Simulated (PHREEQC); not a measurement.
A made-up water analysis in mg/kgw, 25 °C, pH 3.53, pe 11.1:

```json
[
 {"constituent": "Na", "mg/kgw": "57.6"},
 {"constituent": "K", "mg/kgw": "4.7"},
 {"constituent": "Ca", "mg/kgw": "220"},
 {"constituent": "Mg", "mg/kgw": "0.896"},
 {"constituent": "Cl", "mg/kgw": "91.1"},
 {"constituent": "S(6) as SO4", "mg/kgw": "770"},
 {"constituent": "Zn", "mg/kgw": "12.8"},
 {"constituent": "Mn(2)", "mg/kgw": "3.22"},
 {"constituent": "Fe(3)", "mg/kgw": "99.5"},
 {"constituent": "Si as SiO2", "mg/kgw": "0.302"}
]
```

Valence states are taken as typed.

All values are PHREEQC results (ion-association model, wateq4f.dat), not measurements.

Task: The ionic strength comes out as 0.0250 mol/kgw. What activity coefficients do Cl-, Na+, H+, Zn(SO4)2-2, NaSO4- get?

Result: Cl- 0.86, Na+ 0.86, H+ 0.88, Zn(SO4)2-2 0.55, NaSO4- 0.86.

No solid was allowed to form. Examples of supersaturated solids here: Jarosite-K, Jarosite-Na. Others may be too.
